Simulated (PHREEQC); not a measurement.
Consider water at 25 °C with 4.6 mmol/kgw PbCl2 and 38 mmol/kgw NaNO3. Closed to the air; pH follows from the charge balance.

Equilibrium calculation in PHREEQC: ion-association model, phreeqc.dat.

Precipitation was switched off in this run.

Task: Order these Pb species by the share of Pb that they hold, largest first: Pb+2, PbNO3+, PbCl2, PbCl+, PbOH+.

Result: Pb+2 (71 %), PbNO3+ (18 %), PbCl+ (11 %), PbOH+ (0.13 %), PbCl2 (0.10 %)

The pH is 5.23 and the ionic strength 0.0491 mol/kgw.
